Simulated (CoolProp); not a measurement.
A simple Rankine cycle with R1233zd(E): condensing at 326.15 K, boiler at 1.62 MPa, turbine inlet 396.6 K, turbine efficiency 0.75, pump efficiency 0.8, no recuperator. Each further row changes one setting.

Model: reference Helmholtz-energy equation of state, Akasaka 2022, in CoolProp.

| case | thermal efficiency (%) | net work (kJ/kg) | heat in (kJ/kg) | turbine exit temperature (K) | volume ratio over the turbine |
|---|---|---|---|---|---|
| as stated | 10.2 | 22.1 | 216 | 346.8 | 5.78 |
| turbine inlet 416.6 K | 10.3 | ? | 240 | 369.8 | 5.47 |
| condensing temperature 318.15 K | 11.3 | ? | 226 | 341.4 | ? |
| boiler pressure 1.13 MPa | 8.4 | 19.0 | ? | 362.1 | 3.69 |
| turbine efficiency 0.65 | 8.8 | 19.0 | 216 | 350.2 | 5.86 |

Task: Some entries are withheld; supply them.

Result: 
- turbine inlet 416.6 K, net work (kJ/kg): 24.6
- condensing temperature 318.15 K, net work (kJ/kg): 25.6
- condensing temperature 318.15 K, volume ratio over the turbine: 7.34
- boiler pressure 1.13 MPa, heat in (kJ/kg): 227
